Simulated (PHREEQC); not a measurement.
1 g of hydrous ferric oxide (600 m²/g; 0.2 weak and 0.005 strong sites per Fe, Dzombak-Morel constants, diffuse double layer) in 1 kg of water with 0.001 mol/kgw of an inert sodium salt and 0.00022 mol Na2SO4 and 5.9e-06 mol PbCl2, at 25 °C; the pH is set by adding NaOH or the inert anion's acid. Oxygen is held at 0.21 atm. CO2 from the air is kept out. Precipitation was switched off in this run.

The series has 13 steps of pH, from 3 to 11.

All values are PHREEQC results (ion-association model, wateq4f.dat), not measurements.

Q: Near which pH is half of the S sorbed, and on which side is more sorbed?

A: Near pH 6.9, with more sorbed at lower pH.

Q: Near which pH is half of the Pb sorbed, and on which side is more sorbed?

A: Near pH 3.6, with more sorbed at higher pH.

The oxide is taken as insoluble; below pH 4 it would dissolve.
